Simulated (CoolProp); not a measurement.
Ethylene along the isotherm 295.9 K: Z from the reference equation and from simpler models built on Tc = 282.4 K, pc = 5042 kPa, ω = 0.087; each cubic takes its own stable root.

The numbers come from the reference Helmholtz-energy equation of state, Smukala 2000 in CoolProp.

```csv
p (kPa),phase,reference,Redlich-Kwong,Soave-Redlich-Kwong,Peng-Robinson
23.9,gas,0.9986,0.9986,0.9986,0.9984
36.1,gas,0.9979,0.9979,0.9979,0.9976
54.4,gas,0.9968,0.9968,0.9968,0.9964
82.1,gas,0.9952,0.9951,0.9952,0.9946
124,gas,0.9928,0.9927,0.9927,0.9918
187,gas,0.9891,0.9889,0.9890,0.9876
282,gas,0.9835,0.9832,0.9833,0.9813
425,gas,0.9750,0.9745,0.9747,0.9717
642,gas,0.9620,0.9613,0.9616,0.9569
968,gas,0.9419,0.9409,0.9413,0.9344
1460,gas,0.9104,0.9090,0.9098,0.8996
2200,gas,0.8602,0.8584,0.8597,0.8446
3320,gas,0.7751,0.7732,0.7757,0.7540
5010,gas,0.6104,0.6096,0.6159,0.5869
7560,supercritical,0.3034,0.3452,0.3530,0.3249
```
